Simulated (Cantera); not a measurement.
Charge: 1 mol Si, 0.89 mol Cl₂, 9.2 mol H₂, at 600 °C and 0.110 bar.

Equilibrium computed with Cantera from the NASA thermochemical tables; the gas is ideal and each condensed phase is pure. Candidate condensed phases: Si; 19 gas species. The tables' values for SiCl₃ are old estimates; treat these amounts as uncertain. Rates play no part.

Base state: H₂ 0.946, SiCl₄ 0.0334, SiHCl₃ 0.0150, HCl 0.00452, SiH₂Cl₂ 0.000616, SiCl₃ 0.000125, SiCl₂ 2.73e-5 (mole fractions); condensed: Si(s).

Task: What changes in the equilibrium state with this change: pressure from 0.110 bar to 30.0 bar?

Result: 
```json
[
 {"species": "H₂", "before": "0.946", "after": "0.940"},
 {"species": "SiHCl₃", "before": "0.0150", "after": "0.0355"},
 {"species": "SiCl₄", "before": "0.0334", "after": "0.0163"},
 {"species": "SiH₂Cl₂", "before": "0.000616", "after": "0.00705"},
 {"species": "SiH₃Cl", "before": "6.08e-6", "after": "0.000337"},
 {"species": "SiCl₂", "before": "2.73e-5", "after": "1.15e-6"},
 {"species": "SiCl₃", "before": "0.000125", "after": "1.79e-5"},
 {"species": "HCl", "before": "0.00452", "after": "0.000925"},
 {"species": "Si(s), mol", "before": "0.526", "after": "0.437"}
]
```
